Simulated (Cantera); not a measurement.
Input: 1 mol MgO, 0.22 mol O2, 0.41 mol CO2, 0.85 mol SO2, at 1527 °C and 1000 Pa.

These are equilibrium values from Cantera (NASA tables, ideal gas, pure condensed phases), not measurements of a reactor. Candidate condensed phases: C, Mg, MgCO3, MgO, MgS, MgSO4, S; 26 gas species. Equilibrium is a limit: real reactors are often held back by kinetics, nucleation or transport.

Question: What is the equilibrium state?

Answer: x(SO2): 0.573
x(CO2): 0.275
x(O2): 0.149
x(CO): 0.00147
x(O): 0.000470
x(SO): 0.000294
x(SO3): 0.000233
n(MgO(s)): 1.00 mol
gas amount: 1.481 mol
log10 activity of S(l) (absent): -7.56
log10 activity of Mg(l) (absent): -10.22
log10 activity of C(graphite) (absent): -11.23
